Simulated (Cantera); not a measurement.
## Thermodynamics of abatement and gas-phase synthesis, feed SO2 + H2 + N2

A closed system holds: 1 mol SO2, a varied amount of H2, 0.28 mol N2, at 1400 K and 0.100 bar.

Method: chemical equilibrium by Gibbs-energy minimisation in Cantera with the NASA 1993 tables (ideal gas, pure condensed phases). Candidate condensed phases: H2O, H2SO4, S; 35 gas species. Kinetics and transport are ignored.

From 0.39 mol H2 to 3.4 mol H2 nothing is condensed.

| n(H2) (mol) | x H2O | x SO2 | x H2 | x N2 | x S2 | x H2S |
|---|---|---|---|---|---|---|
| 0.39 | 0.235 | 0.515 | 0.00874 | 0.178 | 0.0542 | 0.00393 |
| 0.9 | 0.421 | 0.297 | 0.0237 | 0.143 | 0.0953 | 0.0142 |
| 1.4 | 0.528 | 0.162 | 0.0424 | 0.120 | 0.116 | 0.0278 |
| 1.9 | 0.582 | 0.0750 | 0.0693 | 0.103 | 0.120 | 0.0464 |
| 2.4 | 0.586 | 0.0274 | 0.113 | 0.0900 | 0.109 | 0.0718 |
| 2.9 | 0.549 | 0.00893 | 0.174 | 0.0795 | 0.0867 | 0.0991 |
| 3.4 | 0.499 | 0.00331 | 0.242 | 0.0708 | 0.0645 | 0.119 |
x: gas mole fraction; nothing condenses.
